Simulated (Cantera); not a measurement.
Cantera run:

```python
import numpy as np
import cantera as ct

gas_names = """
    C CN CO CO2 C2 CCN CNC C2N2 C2O C3 C3O2 C4 C4N2 C5 Fe FeC5O5 FeO N NCO NO NO2 NO3 N2 N2O O O2 O3
""".split()
cond_names = """
    C(gr) Fe(a) Fe(c) Fe(d) Fe(L) FeC5O5(L) FeO(s) FeO(L) Fe2O3(s) Fe3O4(s)
""".split()


# ... load() reads the species with a 1 bar reference pressure and builds the phases ...
atoms = {
    'Fe3O4': {'Fe': 3, 'O': 4},
    'C': {'C': 1},
    'N2': {'N': 2},
}
top_T = {'C(gr)': 4500, 'Fe2O3(s)': 1830, 'Fe3O4(s)': 1870}  # K; cautious upper limits of use, not melting points


# ... equilibrate(T, P, feed) seeds the gas with the atoms and calls Mixture.equilibrate('TP', solver="vcs", rtol=1e-11, max_steps=5000) ...
results = []
feed = {'Fe3O4': 1, 'C': 2.8, 'N2': 14}  # mol
T = 1425  # K
P = 1333.22  # Pa
mix = equilibrate(T, P, feed)
results.append((T, P, feed, dict(zip(mix.species_names, mix.species_moles))))
x = sorted(zip(gas.X, gas.species_names), reverse=True)
print(f"T = {T:g} K  P = {P:g} Pa  gas = {mix.phase_moles(0):.4g} mol")
print("   x: " + "  ".join(f"{s} {v:.3e}" for v, s in x if v > 1e-06))
print("   condensed (mol): " + ("  ".join(f"{mix.phase(i).name} {mix.phase_moles(i):.4g}"
      for i in range(1, mix.n_phases) if mix.phase_moles(i) > 1e-12) or "none"))
```

Output:

```
T = 1425 K  P = 1333.22 Pa  gas = 16.8 mol
   x: N2 8.333e-01  CO 1.425e-01  CO2 2.420e-02  Fe 2.096e-06
   condensed (mol): Fe(c) 2.207  FeO(s) 0.7935
```

Equilibrium computed with Cantera from the NASA thermochemical tables; the gas is ideal and each condensed phase is pure. Mutual solubility and eutectic melting of coexisting phases are not modelled. The tables' stoichiometric FeO is somewhat more stable than real wüstite, so its field is too wide. FeO: taken at fixed stoichiometry.
